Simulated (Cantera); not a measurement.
Reactions in the system Cr-H-O

Standard-state values (1 bar) from the NASA 1993 polynomials, evaluated with Cantera. Values are per mole of reaction as written; species without (g) are pure solids or liquids, kept so even where they would boil at 1 bar.

6 H(g) + 2 CrO3(g) = Cr2O3 + 3 H2O(g)

| T (K) | ΔH° (kJ) | ΔS° (J/K) | ΔG° (kJ) | log10 K |
|---|---|---|---|---|
| 300 | -2582.8 | -574.5 | -2410.5 | 419.69 |
| 2298 | -2618.7 | -626.5 | -1178.9 | 26.80 |
| 2348 | -2618.1 | -626.3 | -1147.6 | 25.53 |
| 2398 | -2617.3 | -626.0 | -1116.3 | 24.32 |
| 2448 | -2616.6 | -625.6 | -1085.0 | 23.15 |
| 2498 | -2615.8 | -625.3 | -1053.7 | 22.03 |

2 Cr2O3 + 6 OH(g) = 4 CrO3(g) + 3 H2(g)

```csv
T (K),ΔH° (kJ),ΔS° (J/K),ΔG° (kJ),log10 K
300,862.4,194.1,804.1,-140.01
2298,772.4,96.9,549.6,-12.49
2348,769.3,95.6,544.8,-12.12
2398,766.3,94.3,540.1,-11.76
2448,763.1,93.0,535.4,-11.42
2498,759.9,91.7,530.8,-11.10
```
